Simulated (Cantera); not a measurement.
Feed: 1 mol HI, 6.7 mol H2O, 6.2 mol N2, equilibrated at 3473.15 K and 13300 Pa.

Method: chemical equilibrium by Gibbs-energy minimisation in Cantera with the NASA 1993 tables (ideal gas, pure condensed phases). Candidate condensed phases: H2O, I2; 27 gas species. Kinetics and transport are ignored.

Base state: H 0.385, N2 0.250, O 0.165, H2 0.0641, OH 0.0471, I 0.0411, H2O 0.0173, O2 0.0172 (mole fractions); condensed: gas only.

Task: What changes in the equilibrium state with this change: HI replaced by CS2?

Result: 
| species | before | after |
|---|---|---|
| H | 0.385 | 0.373 |
| N2 | 0.250 | 0.252 |
| O | 0.165 | 0.124 |
| S | 0 | 0.0477 |
| I | 0.0411 | 0 |
| CO | 0 | 0.0404 |
| SO | 0 | 0.0287 |
| O2 | 0.0172 | 0.00974 |
| H2O | 0.0173 | 0.0122 |
| OH | 0.0471 | 0.0344 |
| NO | 0.0126 | 0.00954 |
| H2 | 0.0641 | 0.0603 |
| SO2 | 0 | 0.00318 |
| SH | 0 | 0.00235 |
| CO2 | 0 | 0.000996 |
Further candidate phases: C, C6H6, C7H8, C8H18, H2SO4, S.

Task: What changes in the equilibrium state with this change: temperature from 3473.15 K to 2798 K?

Result: 
```csv
species,before,after
N2,0.250,0.377
H2O,0.0173,0.276
H2,0.0641,0.103
H,0.385,0.0715
O,0.165,0.0233
I,0.0411,0.0605
O2,0.0172,0.0250
NO,0.0126,0.00875
OH,0.0471,0.0536
N,0.000267,5.80e-6
HI,0.000249,0.000972
```
